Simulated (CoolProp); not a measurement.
Dodecamethylcyclohexasiloxane (D6) along the isotherm 620 K: Z from the reference equation and from simpler models built on Tc = 645.8 K, pc = 9.614 bar, ω = 0.736; each cubic takes its own stable root.

The numbers come from the reference Helmholtz-energy equation of state, Colonna 2008 in CoolProp. It is a short technical equation, of lower accuracy than the large ones.

```
p (bar)   phase  reference
-------  ------  ---------
0.304       gas     0.9847
0.692       gas     0.9649
1.57        gas     0.9188
3.58        gas     0.8044
8.16     liquid     0.1385
18.6     liquid     0.2878
42.2     liquid     0.5950
96.1     liquid      1.227
```

### Question
How far does each simpler model (van der Waals, Redlich-Kwong, Soave-Redlich-Kwong, Peng-Robinson) lie from the reference over these 8 states: mean and median of the absolute difference, and the worst?

### Answer
- van der Waals: mean 25.1 %, median 22.2 %, worst +69.5 % at 620 K and 8.16 bar
- Redlich-Kwong: mean 7.4 %, median 4.0 %, worst +28.4 % at 620 K and 8.16 bar
- Soave-Redlich-Kwong: mean 4.3 %, median 2.8 %, worst +13.9 % at 620 K and 8.16 bar
- Peng-Robinson: mean 2.7 %, median 1.4 %, worst -8.1 % at 620 K and 96.1 bar
